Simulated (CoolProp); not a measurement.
A closed Brayton cycle with nitrogen: compressor inlet 332.15 K and 5.3 MPa, high pressure 15.3 MPa, turbine inlet 850 K, compressor efficiency 0.8, turbine efficiency 0.93, recuperator effectiveness 0 (on enthalpy, no pinch check). Each further row changes one setting.

Model: reference Helmholtz-energy equation of state, Span 2000, in CoolProp.

| case | thermal efficiency (%) | net work (kJ/kg) | compressor to turbine work | compressor exit (K) | turbine exit (K) |
|---|---|---|---|---|---|
| as stated | 16.0 | 66.8 | 0.70 | 480.2 | 654.2 |
| turbine inlet 800 K | 14.9 | 53.5 | 0.75 | 480.2 | (withheld) |
| compressor inlet 342.15 K | 15.4 | 61.8 | (withheld) | 494.4 | 654.2 |
| high pressure 13 MPa | 14.4 | (withheld) | 0.67 | 454.4 | 681.3 |
| recuperator effectiveness 0.5 | 20.7 | 66.8 | 0.70 | 480.2 | 654.2 |

Q: What belongs in the gaps?

A: 
- turbine inlet 800 K, turbine exit (K): 614.0
- compressor inlet 342.15 K, compressor to turbine work: 0.73
- high pressure 13 MPa, net work (kJ/kg): 63.9
